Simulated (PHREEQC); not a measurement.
Synthetic water in mmol/kgw, 25 °C, pH 3.33, pe 9.9:

| constituent | mmol/kgw |
|---|---|
| Na | 0.89 |
| K | 0.0763 |
| Ca | 3.65 |
| Mg | 0.0986 |
| Cl | 2.33 |
| S(6) | 3.57 |
| Li | 0.0594 |
| B | 0.0255 |
| N(5) | 0.0788 |
| Si | 0.00521 |

Na is adjusted to close the charge balance.
Valence states are taken as typed.

Model: ion-association model, phreeqc.dat, run in PHREEQC.

This is a speciation only: nothing precipitates in the calculation.

Question: Predict the ionic strength, specific conductance.

Answer: ionic strength 0.0141 mol/kgw; specific conductance 1110 µS/cm.

Question: In which forms is Mg present?

Answer: Mg+2 79 %, MgSO4 21 % of the Mg.
